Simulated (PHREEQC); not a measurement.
**Leach liquor**

Solution (25 °C): 1.8 mmol/kgw HCl, 180 mmol/kgw CuSO4 and 58 mmol/kgw Fe2(SO4)3. Closed to the air; pH follows from the charge balance.

Equilibrium calculation in PHREEQC: ion-association model, phreeqc.dat.

This is a speciation only: nothing precipitates in the calculation.

Predict the pH, activity of water, ionic strength.

pH 2.70; activity of water 0.993; ionic strength 0.494 mol/kgw.

In which forms is Cl present?

Cl- 93 %, CuCl+ 5.4 %, FeCl+2 1.6 % of the Cl.

The solution is supersaturated, for example in Hematite (slow to form), Goethite (slow to form), so a real one may precipitate; this is no full list.
